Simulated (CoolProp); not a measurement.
Properties of CH2F2 (R32) along the isotherm 128.15 °C (Tc = 78.1 °C, pc = 5783 kPa, ω = 0.277).

Model: reference Helmholtz-energy equation of state, Tillner-Roth 1997, in CoolProp.

```csv
p (kPa),phase,density (kg/m³),cp (kJ/(kg K)),Joule-Thomson coefficient (K/MPa),conductivity (mW/(m K))
91.4,gas,1.431,0.9944,9.874,22.9
163,gas,2.559,0.9985,9.863,23.0
289,gas,4.561,1.006,9.843,23.2
514,gas,8.190,1.020,9.808,23.5
914,gas,14.82,1.045,9.744,24.1
1630,gas,27.31,1.095,9.624,25.1
2890,gas,51.52,1.199,9.393,27.0
5140,gas,104.3,1.468,8.864,31.0
9140,supercritical,253.6,2.487,6.935,46.0
16300,supercritical,584.3,2.528,2.007,77.4
28900,supercritical,766.3,1.882,0.4843,98.4
```

The peak of cp marks the crossing from liquid-like to gas-like fluid above the critical point.

Thermal conductivity comes from a separate model (Huber 2003), an estimate that may be off by 10 % or more.
